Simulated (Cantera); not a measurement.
Mixture: H2 : O2 : N2 = 1 : 0.5 : 1.88 (molar parts), at 7500 Torr, adiabatic and at constant pressure. Ignition delay is the time to a rise of 400 K.

Model: the H2/O2 subset of GRI-Mech 3.0, which has no nitrogen chemistry, integrated in Cantera. The hydrogen kinetics of GRI-Mech 3.0 are dated; newer H2 mechanisms differ, most at raised pressure. Where the delays flatten at high temperature, the 400 K rule measures the pace of heat release, not the induction time.

Question: What does this change do: pressure from 7500 Torr to 760 Torr?

Answer: 
```json
[
 {"quantity": "delay at 1075 K", "before": "1.56 ms", "after": "0.110 ms"},
 {"quantity": "delay at 1225 K", "before": "25.2 µs", "after": "41.2 µs"},
 {"quantity": "delay at 1375 K", "before": "2.70 µs", "after": "23.5 µs"},
 {"quantity": "delay at 1525 K", "before": "1.34 µs", "after": "17.4 µs"},
 {"quantity": "delay at 1675 K", "before": "0.865 µs", "after": "15.7 µs"}
]
```
